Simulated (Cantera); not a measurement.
## Moist CO burnout

An isothermal, constant-pressure homogeneous reactor starts with 0.167 % CO, 0.985 % O₂, 0.355 % H₂O, 98.5 % N₂, at 1173 K and 8.20 bar.

Computed with Cantera and GRI-Mech 3.0 (53 species, 325 reactions).

```json
[
 {"t (s)": "3.00e-6", "x CO": "0.00167", "x O₂": "0.00985", "x H₂O": "0.00355", "x HO₂": "<1e-12", "x NO": "<1e-12", "x CO₂": "1.29e-11", "x O": "1.28e-11"},
 {"t (s)": "1.82e-5", "x CO": "0.00167", "x O₂": "0.00985", "x H₂O": "0.00355", "x HO₂": "1.80e-12", "x NO": "<1e-12", "x CO₂": "8.02e-11", "x O": "7.53e-11"},
 {"t (s)": "0.000110", "x CO": "0.00167", "x O₂": "0.00985", "x H₂O": "0.00355", "x HO₂": "1.05e-10", "x NO": "<1e-12", "x CO₂": "6.47e-10", "x O": "4.09e-10"},
 {"t (s)": "0.000667", "x CO": "0.00167", "x O₂": "0.00985", "x H₂O": "0.00355", "x HO₂": "5.23e-9", "x NO": "<1e-12", "x CO₂": "1.35e-8", "x O": "2.22e-9"},
 {"t (s)": "0.00404", "x CO": "0.00167", "x O₂": "0.00985", "x H₂O": "0.00355", "x HO₂": "9.07e-7", "x NO": "<1e-12", "x CO₂": "3.74e-6", "x O": "1.69e-7"},
 {"t (s)": "0.0245", "x CO": "0.00137", "x O₂": "0.00970", "x H₂O": "0.00354", "x HO₂": "2.33e-6", "x NO": "1.17e-10", "x CO₂": "0.000306", "x O": "4.24e-7"},
 {"t (s)": "0.148", "x CO": "0.000470", "x O₂": "0.00925", "x H₂O": "0.00355", "x HO₂": "1.24e-6", "x NO": "1.62e-9", "x CO₂": "0.00121", "x O": "1.68e-7"},
 {"t (s)": "0.899", "x CO": "1.19e-5", "x O₂": "0.00903", "x H₂O": "0.00355", "x HO₂": "7.16e-8", "x NO": "4.89e-9", "x CO₂": "0.00166", "x O": "6.40e-9"},
 {"t (s)": "5.45", "x CO": "6.27e-11", "x O₂": "0.00902", "x H₂O": "0.00355", "x HO₂": "3.08e-10", "x NO": "1.07e-8", "x CO₂": "0.00168", "x O": "5.30e-10"},
 {"t (s)": "33.0", "x CO": "5.65e-11", "x O₂": "0.00902", "x H₂O": "0.00355", "x HO₂": "2.97e-10", "x NO": "1.08e-8", "x CO₂": "0.00168", "x O": "4.66e-10"},
 {"t (s)": "200", "x CO": "5.65e-11", "x O₂": "0.00902", "x H₂O": "0.00355", "x HO₂": "2.97e-10", "x NO": "1.09e-8", "x CO₂": "0.00168", "x O": "4.66e-10"}
]
```
x: mole fraction; the columns are a selection and need not sum to one.

Equilibrium at this temperature and pressure: CO 5.65e-11, O₂ 0.00900, H₂O 0.00355, HO₂ 2.96e-10, NO 3.69e-5, CO₂ 0.00168, O 4.66e-10 (gas phase only).
